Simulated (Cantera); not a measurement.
Cantera run:

```python
import numpy as np
import cantera as ct

gas_names = """
    CL CL2 H HCL H2 Si SiCL SiCL2 SiCL3 SiCL4 SiH SiHCL3 SiH2 SiH2CL2 SiH3 SiH3CL SiH4 Si2 Si3
""".split()
cond_names = """
    Si(cr) Si(L)
""".split()


# ... load() reads the species with a 1 bar reference pressure and builds the phases ...
atoms = {
    'SiCl4': {'Si': 1, 'CL': 4},
    'HCl': {'H': 1, 'CL': 1},
    'H2': {'H': 2},
}
top_T = {}  # K; cautious upper limits of use, not melting points


# ... equilibrate(T, P, feed) seeds the gas with the atoms and calls Mixture.equilibrate('TP', solver="vcs", rtol=1e-11, max_steps=5000) ...
results = []
feed = {'SiCl4': 1, 'HCl': 0.86, 'H2': 0.79}  # mol
T = 800  # K
P = 2300000  # Pa
mix = equilibrate(T, P, feed)
results.append((T, P, feed, dict(zip(mix.species_names, mix.species_moles))))
x = sorted(zip(gas.X, gas.species_names), reverse=True)
print(f"T = {T:g} K  P = {P:g} Pa  gas = {mix.phase_moles(0):.4g} mol")
print("   x: " + "  ".join(f"{s} {v:.3e}" for v, s in x if v > 0.001))
print("   condensed (mol): " + ("  ".join(f"{mix.phase(i).name} {mix.phase_moles(i):.4g}"
      for i in range(1, mix.n_phases) if mix.phase_moles(i) > 1e-12) or "none"))
```

Output:

```
T = 800 K  P = 2.3e+06 Pa  gas = 2.65 mol
   x: SiCL4 3.770e-01  HCL 3.248e-01  H2 2.978e-01
   condensed (mol): none
```

These are equilibrium values from Cantera (NASA tables, ideal gas, pure condensed phases), not measurements of a reactor.
